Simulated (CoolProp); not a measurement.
A single-stage vapour-compression cycle with cyclopentane: evaporating at 323.15 K (dew point), condensing at 393.15 K (bubble point), superheat 8 K, subcooling 2 K, compressor efficiency 0.85, no pressure losses. Each further row changes one setting.

Model: reference Helmholtz-energy equation of state, Gedanitz 2015, in CoolProp.

```json
[
 {"case": "as stated", "cooling COP": "2.98", "pressure ratio": "6.27", "discharge temperature (K)": "397.4", "refrigerating effect (kJ/kg)": "255", "volumetric capacity (kJ/m³)": "696"},
 {"case": "evaporating temperature 328.15 K", "cooling COP": "3.33", "pressure ratio": "?", "discharge temperature (K)": "396.8", "refrigerating effect (kJ/kg)": "?", "volumetric capacity (kJ/m³)": "829"},
 {"case": "condensing temperature 388.15 K", "cooling COP": "3.31", "pressure ratio": "?", "discharge temperature (K)": "393.3", "refrigerating effect (kJ/kg)": "266", "volumetric capacity (kJ/m³)": "728"},
 {"case": "subcooling 7 K", "cooling COP": "?", "pressure ratio": "6.27", "discharge temperature (K)": "397.4", "refrigerating effect (kJ/kg)": "266", "volumetric capacity (kJ/m³)": "728"},
 {"case": "superheat 18 K", "cooling COP": "?", "pressure ratio": "6.27", "discharge temperature (K)": "406.7", "refrigerating effect (kJ/kg)": "269", "volumetric capacity (kJ/m³)": "711"},
 {"case": "compressor efficiency 0.75", "cooling COP": "2.63", "pressure ratio": "6.27", "discharge temperature (K)": "403.6", "refrigerating effect (kJ/kg)": "255", "volumetric capacity (kJ/m³)": "696"}
]
```

### Question
Fill in the missing entries.

### Answer

- evaporating temperature 328.15 K, pressure ratio: 5.34
- evaporating temperature 328.15 K, refrigerating effect (kJ/kg): 261
- condensing temperature 388.15 K, pressure ratio: 5.64
- subcooling 7 K, cooling COP: 3.11
- superheat 18 K, cooling COP: 3.04
